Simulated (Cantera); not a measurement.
Input (Python, Cantera) and output of one run.

```python
import numpy as np
import cantera as ct

gas_names = """
    CL CL2 H HCL H2 Si SiCL SiCL2 SiCL3 SiCL4 SiH SiHCL3 SiH2 SiH2CL2 SiH3 SiH3CL SiH4 Si2 Si3
""".split()
cond_names = """
    Si(cr) Si(L)
""".split()


# ... load() reads the species with a 1 bar reference pressure and builds the phases ...
atoms = {
    'SiHCl3': {'Si': 1, 'H': 1, 'CL': 3},
    'H2': {'H': 2},
}
top_T = {}  # K; cautious upper limits of use, not melting points


# ... equilibrate(T, P, feed) seeds the gas with the atoms and calls Mixture.equilibrate('TP', solver="gibbs", rtol=1e-10, max_steps=50000) ...
results = []
feed = {'SiHCl3': 1, 'H2': 7.4}  # mol
P = 1300  # Pa
for T in [1075, 1125, 1175, 1225, 1275, 1325, 1375, 1425, 1475, 1525, 1575]:
    mix = equilibrate(T, P, feed)
    results.append((T, P, feed, dict(zip(mix.species_names, mix.species_moles))))
    x = sorted(zip(gas.X, gas.species_names), reverse=True)
    print(f"T = {T:g} K  P = {P:g} Pa  gas = {mix.phase_moles(0):.4g} mol")
    print("   x: " + "  ".join(f"{s} {v:.3e}" for v, s in x if v > 0.001))
    print("   condensed (mol): " + ("  ".join(f"{mix.phase(i).name} {mix.phase_moles(i):.4g}"
          for i in range(1, mix.n_phases) if mix.phase_moles(i) > 1e-12) or "none"))
```

Output:

```
T = 1075 K  P = 1300 Pa  gas = 8.775 mol
   x: H2 8.680e-01  SiCL4 5.685e-02  HCL 5.232e-02  SiHCL3 1.172e-02  SiCL2 6.158e-03  SiCL3 4.703e-03
   condensed (mol): Si(cr) 0.3005
T = 1125 K  P = 1300 Pa  gas = 8.852 mol
   x: H2 8.519e-01  HCL 7.045e-02  SiCL4 4.804e-02  SiCL2 1.234e-02  SiHCL3 1.009e-02  SiCL3 6.941e-03
   condensed (mol): Si(cr) 0.3124
T = 1175 K  P = 1300 Pa  gas = 8.951 mol
   x: H2 8.333e-01  HCL 8.987e-02  SiCL4 3.717e-02  SiCL2 2.211e-02  SiCL3 9.171e-03  SiHCL3 8.128e-03
   condensed (mol): Si(cr) 0.3124
T = 1225 K  P = 1300 Pa  gas = 9.064 mol
   x: H2 8.142e-01  HCL 1.083e-01  SiCL2 3.513e-02  SiCL4 2.553e-02  SiCL3 1.065e-02  SiHCL3 5.988e-03
   condensed (mol): Si(cr) 0.2976
T = 1275 K  P = 1300 Pa  gas = 9.174 mol
   x: H2 7.974e-01  HCL 1.232e-01  SiCL2 4.932e-02  SiCL4 1.520e-02  SiCL3 1.073e-02  SiHCL3 3.973e-03
   condensed (mol): Si(cr) 0.2719
T = 1325 K  P = 1300 Pa  gas = 9.26 mol
   x: H2 7.853e-01  HCL 1.330e-01  SiCL2 6.174e-02  SiCL3 9.482e-03  SiCL4 7.909e-03  SiHCL3 2.390e-03
   condensed (mol): Si(cr) 0.2441
T = 1375 K  P = 1300 Pa  gas = 9.316 mol
   x: H2 7.781e-01  HCL 1.383e-01  SiCL2 7.084e-02  SiCL3 7.609e-03  SiCL4 3.756e-03  SiHCL3 1.348e-03
   condensed (mol): Si(cr) 0.2209
T = 1425 K  P = 1300 Pa  gas = 9.35 mol
   x: H2 7.743e-01  HCL 1.405e-01  SiCL2 7.690e-02  SiCL3 5.800e-03  SiCL4 1.721e-03
   condensed (mol): Si(cr) 0.2033
T = 1475 K  P = 1300 Pa  gas = 9.369 mol
   x: H2 7.725e-01  HCL 1.409e-01  SiCL2 8.091e-02  SiCL3 4.339e-03
   condensed (mol): Si(cr) 0.1897
T = 1525 K  P = 1300 Pa  gas = 9.38 mol
   x: H2 7.718e-01  HCL 1.405e-01  SiCL2 8.367e-02  SiCL3 3.244e-03
   condensed (mol): Si(cr) 0.1786
T = 1575 K  P = 1300 Pa  gas = 9.387 mol
   x: H2 7.715e-01  HCL 1.396e-01  SiCL2 8.568e-02  SiCL3 2.445e-03
   condensed (mol): Si(cr) 0.1692
```

These are equilibrium values from Cantera (NASA tables, ideal gas, pure condensed phases), not measurements of a reactor. The tables' values for SiCl3, SiCl are old estimates; treat these amounts as uncertain.
